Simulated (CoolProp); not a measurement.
Cyclopentane along the isobar 2.51 MPa: fugacity coefficient from the reference equation and from simpler models built on Tc = 511.7 K, pc = 4.583 MPa, ω = 0.202; each cubic takes its own stable root.

The numbers come from the reference Helmholtz-energy equation of state, Gedanitz 2015 in CoolProp.

```json
[
 {"T (K)": "207.3", "phase": "liquid", "reference": "7.910e-5", "van der Waals": "0.01258", "Redlich-Kwong": "0.0001485", "Soave-Redlich-Kwong": "7.591e-5", "Peng-Robinson": "8.863e-5"},
 {"T (K)": "212.3", "phase": "liquid", "reference": "0.0001232", "van der Waals": "0.01519", "Redlich-Kwong": "0.0002325", "Soave-Redlich-Kwong": "0.0001182", "Peng-Robinson": "0.0001361"},
 {"T (K)": "217.3", "phase": "liquid", "reference": "0.0001876", "van der Waals": "0.01818", "Redlich-Kwong": "0.0003544", "Soave-Redlich-Kwong": "0.0001797", "Peng-Robinson": "0.0002046"},
 {"T (K)": "222.2", "phase": "liquid", "reference": "0.0002772", "van der Waals": "0.02150", "Redlich-Kwong": "0.0005234", "Soave-Redlich-Kwong": "0.0002656", "Peng-Robinson": "0.0002989"},
 {"T (K)": "227.2", "phase": "liquid", "reference": "0.0004047", "van der Waals": "0.02533", "Redlich-Kwong": "0.0007619", "Soave-Redlich-Kwong": "0.0003878", "Peng-Robinson": "0.0004319"},
 {"T (K)": "232.2", "phase": "liquid", "reference": "0.0005797", "van der Waals": "0.02962", "Redlich-Kwong": "0.001086", "Soave-Redlich-Kwong": "0.0005559", "Peng-Robinson": "0.0006131"},
 {"T (K)": "237.1", "phase": "liquid", "reference": "0.0008105", "van der Waals": "0.03431", "Redlich-Kwong": "0.001510", "Soave-Redlich-Kwong": "0.0007779", "Peng-Robinson": "0.0008502"},
 {"T (K)": "242.1", "phase": "liquid", "reference": "0.001123", "van der Waals": "0.03960", "Redlich-Kwong": "0.002075", "Soave-Redlich-Kwong": "0.001079", "Peng-Robinson": "0.001169"},
 {"T (K)": "247.1", "phase": "liquid", "reference": "0.001531", "van der Waals": "0.04544", "Redlich-Kwong": "0.002806", "Soave-Redlich-Kwong": "0.001473", "Peng-Robinson": "0.001584"},
 {"T (K)": "252", "phase": "liquid", "reference": "0.002046", "van der Waals": "0.05171", "Redlich-Kwong": "0.003714", "Soave-Redlich-Kwong": "0.001972", "Peng-Robinson": "0.002104"},
 {"T (K)": "257", "phase": "liquid", "reference": "0.002714", "van der Waals": "0.05869", "Redlich-Kwong": "0.004875", "Soave-Redlich-Kwong": "0.002620", "Peng-Robinson": "0.002777"},
 {"T (K)": "262", "phase": "liquid", "reference": "0.003554", "van der Waals": "0.06628", "Redlich-Kwong": "0.006314", "Soave-Redlich-Kwong": "0.003438", "Peng-Robinson": "0.003620"},
 {"T (K)": "266.9", "phase": "liquid", "reference": "0.004576", "van der Waals": "0.07433", "Redlich-Kwong": "0.008036", "Soave-Redlich-Kwong": "0.004435", "Peng-Robinson": "0.004642"},
 {"T (K)": "271.9", "phase": "liquid", "reference": "0.005857", "van der Waals": "0.08318", "Redlich-Kwong": "0.01016", "Soave-Redlich-Kwong": "0.005689", "Peng-Robinson": "0.005919"}
]
```
